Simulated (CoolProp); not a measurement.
Model: reference Helmholtz-energy equation of state, Thol 2022, in CoolProp.

Question: For vinyl chloride, give the phase and the Z, Joule-Thomson coefficient (K/MPa), expansivity (1/kK) at -46.15 °C and 9110 kPa.

Answer: 
- -46.15 °C and 9110 kPa: liquid; Z 0.291, Joule-Thomson coefficient -0.418, expansivity 1.61
